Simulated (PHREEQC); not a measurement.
## Sulfide liquor: speciation

Solution (5.6 °C): 0.0027 mol/kgw Na2S. Closed to the air; pH follows from the charge balance.

Equilibrium calculation in PHREEQC: ion-association model, wateq4f.dat.

Precipitation was switched off in this run.

Question: Estimate the pH, ionic strength.

Answer: pH 12.09; ionic strength 0.00551 mol/kgw.

Species that the database lacks are ignored. At this temperature some constants are extrapolated from 25 °C, and those without enthalpy data are left unchanged. The polysulfide entries of wateq4f.dat were taken out for this run.
